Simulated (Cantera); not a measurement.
Ignition delay

Mixture: CH4 : H2 : O2 : N2 : H2O = 1 : 0.41 : 4.16 : 15.6 : 1.2 (molar parts), at 800000 Pa, adiabatic and at constant volume. Ignition delay is the time to a rise of 400 K.

Computed with Cantera and GRI-Mech 3.0 (53 species, 325 reactions).

```tsv
T0 (K)	delay (ms)
1000	21.9
1100	2.82
1200	0.605
1300	0.213
1400	0.0962
1500	0.0482
1600	0.0257
```

* **apparent activation energy between 1400 and 1600 K**: 120 kJ/mol
